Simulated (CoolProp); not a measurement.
Properties of methanol along the isobar 37300 kPa (Tc = 513.4 K, pc = 8216 kPa, ω = 0.565).

Values from CoolProp's reference Helmholtz-energy equation of state, de Reuck 1993.

| T (K) | phase | Joule-Thomson coefficient (K/MPa) | fugacity coefficient |
|---|---|---|---|
| 235.7 | liquid | -0.3907 | 1.371e-5 |
| 253.6 | liquid | -0.3809 | ? |
| 271.4 | liquid | -0.3692 | 0.0001834 |
| 289.3 | liquid | -0.3548 | 0.0005160 |
| 307.2 | liquid | ? | ? |
| 325 | liquid | -0.3179 | ? |
| 342.9 | liquid | -0.2954 | ? |
| 360.8 | liquid | -0.2706 | 0.01014 |
| 378.7 | liquid | -0.2434 | 0.01737 |
| 396.5 | liquid | ? | 0.02793 |
| 414.4 | liquid | ? | 0.04268 |

**Question.** Complete the blanks.

**Answer.** 
- 253.6, fugacity coefficient: 5.568e-5
- 307.2, Joule-Thomson coefficient (K/MPa): -0.3377
- 307.2, fugacity coefficient: 0.001267
- 325, fugacity coefficient: 0.002767
- 342.9, fugacity coefficient: 0.005518
- 396.5, Joule-Thomson coefficient (K/MPa): -0.2139
- 414.4, Joule-Thomson coefficient (K/MPa): -0.1815
